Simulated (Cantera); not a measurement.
A perfectly stirred reactor is fed with 92.3 % N2O, 7.66 % N2, at 560 Pa; it is held at 1548 K, and followed from long to short residence time.

Model: GRI-Mech 3.0 (53 species, 325 reactions), integrated in Cantera. GRI-Mech 3.0 was tuned for natural gas; its chemistry of N2O as a main component is partial and can be far from experiment. Radical loss at walls, strong at low pressure, is not modelled. The temperature is held fixed by assumption; the heat of reaction is taken as removed at once.

Task: Predict: x(N2O) at τ = 0.640 s; x(NO) at τ = 0.640 s; x(O2) at τ = 0.640 s; x(O) at τ = 0.640 s; x(NO2) at τ = 0.640 s; x(N2O) at τ = 19.0 ms; x(NO) at τ = 19.0 ms; x(O2) at τ = 19.0 ms; x(O) at τ = 19.0 ms; x(NO2) at τ = 19.0 ms.

Result: 
```
Item                      Value
---------------------  --------
x(N2O) at τ = 0.640 s     0.607
x(NO) at τ = 0.640 s     0.0591
x(O2) at τ = 0.640 s     0.0788
x(O) at τ = 0.640 s    0.000112
x(NO2) at τ = 0.640 s   4.73e-6
x(N2O) at τ = 19.0 ms     0.909
x(NO) at τ = 19.0 ms    0.00257
x(O2) at τ = 19.0 ms    0.00343
x(O) at τ = 19.0 ms    0.000109
x(NO2) at τ = 19.0 ms   2.61e-8
```
